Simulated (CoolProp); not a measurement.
Saturation properties of C2F6 (R116).

Values from CoolProp's reference Helmholtz-energy equation of state, Lemmon 2006. It is a short technical equation, of lower accuracy than the large ones.

```json
[
 {"T (K)": "222.7", "p (MPa)": "(withheld)", "liquid density (kg/m³)": "1474", "enthalpy of vaporisation (kJ/kg)": "103.6", "liquid cp (kJ/(kg K))": "1.024", "vapour Z": "0.8892", "vapour viscosity (µPa s)": "10.4"},
 {"T (K)": "228.4", "p (MPa)": "0.4535", "liquid density (kg/m³)": "1444", "enthalpy of vaporisation (kJ/kg)": "100.4", "liquid cp (kJ/(kg K))": "1.046", "vapour Z": "0.8705", "vapour viscosity (µPa s)": "10.6"},
 {"T (K)": "234.1", "p (MPa)": "0.5590", "liquid density (kg/m³)": "1413", "enthalpy of vaporisation (kJ/kg)": "96.98", "liquid cp (kJ/(kg K))": "1.070", "vapour Z": "0.8499", "vapour viscosity (µPa s)": "10.9"},
 {"T (K)": "239.8", "p (MPa)": "0.6819", "liquid density (kg/m³)": "1380", "enthalpy of vaporisation (kJ/kg)": "93.31", "liquid cp (kJ/(kg K))": "1.097", "vapour Z": "0.8271", "vapour viscosity (µPa s)": "11.2"},
 {"T (K)": "245.4", "p (MPa)": "(withheld)", "liquid density (kg/m³)": "(withheld)", "enthalpy of vaporisation (kJ/kg)": "89.42", "liquid cp (kJ/(kg K))": "1.128", "vapour Z": "0.8024", "vapour viscosity (µPa s)": "11.5"},
 {"T (K)": "251.1", "p (MPa)": "0.9832", "liquid density (kg/m³)": "1310", "enthalpy of vaporisation (kJ/kg)": "85.13", "liquid cp (kJ/(kg K))": "1.165", "vapour Z": "0.7747", "vapour viscosity (µPa s)": "11.9"},
 {"T (K)": "256.8", "p (MPa)": "1.168", "liquid density (kg/m³)": "1270", "enthalpy of vaporisation (kJ/kg)": "80.42", "liquid cp (kJ/(kg K))": "1.210", "vapour Z": "0.7439", "vapour viscosity (µPa s)": "12.3"},
 {"T (K)": "262.5", "p (MPa)": "1.378", "liquid density (kg/m³)": "1227", "enthalpy of vaporisation (kJ/kg)": "75.20", "liquid cp (kJ/(kg K))": "(withheld)", "vapour Z": "0.7096", "vapour viscosity (µPa s)": "12.8"},
 {"T (K)": "268.2", "p (MPa)": "1.614", "liquid density (kg/m³)": "(withheld)", "enthalpy of vaporisation (kJ/kg)": "69.32", "liquid cp (kJ/(kg K))": "1.348", "vapour Z": "0.6710", "vapour viscosity (µPa s)": "13.5"},
 {"T (K)": "273.9", "p (MPa)": "1.881", "liquid density (kg/m³)": "1126", "enthalpy of vaporisation (kJ/kg)": "62.54", "liquid cp (kJ/(kg K))": "1.466", "vapour Z": "0.6267", "vapour viscosity (µPa s)": "14.4"},
 {"T (K)": "279.5", "p (MPa)": "2.175", "liquid density (kg/m³)": "1064", "enthalpy of vaporisation (kJ/kg)": "54.57", "liquid cp (kJ/(kg K))": "1.667", "vapour Z": "0.5753", "vapour viscosity (µPa s)": "15.7"}
]
```

Task: Complete the blanks.

Result: 
- 222.7, p (MPa): 0.3637
- 245.4, p (MPa): 0.8210
- 245.4, liquid density (kg/m³): 1346
- 262.5, liquid cp (kJ/(kg K)): 1.269
- 268.2, liquid density (kg/m³): 1180

It boils at 195.1 K under 1 atm.

Viscosity comes from a separate model (Huber 2003), an estimate that may be off by 10 % or more.
